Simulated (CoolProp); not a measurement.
Acetone at several states: Z from the reference equation and from simpler models built on Tc = 508.1 K, pc = 4.692 MPa, ω = 0.307; each cubic takes its own stable root.

Model: reference Helmholtz-energy equation of state, Lemmon 2006, in CoolProp. It is a short technical equation, of lower accuracy than the large ones.

```
T (K)  p (MPa)   phase  reference  van der Waals  Redlich-Kwong  Peng-Robinson
-----  -------  ------  ---------  -------------  -------------  -------------
498        1.3     gas     0.8742              …              …              …
223.9   0.0136  liquid          …              …              …              …
411.9   0.0106     gas     0.9981         0.9989         0.9986         0.9984
```

**Question.** Fill in the missing entries.

**Answer.** 
- 498, van der Waals: 0.9063
- 498, Redlich-Kwong: 0.8924
- 498, Peng-Robinson: 0.8805
- 223.9, reference: 0.0004907
- 223.9, van der Waals: 0.9945
- 223.9, Redlich-Kwong: 0.0006529
- 223.9, Peng-Robinson: 0.0005698

At some of these states van der Waals gives the other phase, because its saturation line lies elsewhere.
